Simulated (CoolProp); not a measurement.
Model: reference Helmholtz-energy equation of state, Thol 2016, in CoolProp.

### Question
For hexamethyldisiloxane (MM), give the phase and the cp (kJ/(kg K)), cv (kJ/(kg K)), Joule-Thomson coefficient (K/MPa), isothermal compressibility (1/MPa) at 264.5 K and 8.42 MPa; 312.8 K and 8.42 MPa; 482.2 K and 8.42 MPa.

### Answer
- 264.5 K and 8.42 MPa: liquid; cp 1.81, cv 1.47, Joule-Thomson coefficient -0.470, isothermal compressibility 0.00136
- 312.8 K and 8.42 MPa: liquid; cp 1.92, cv 1.58, Joule-Thomson coefficient -0.411, isothermal compressibility 0.00198
- 482.2 K and 8.42 MPa: liquid; cp 2.35, cv 1.99, Joule-Thomson coefficient 0.00704, isothermal compressibility 0.0100
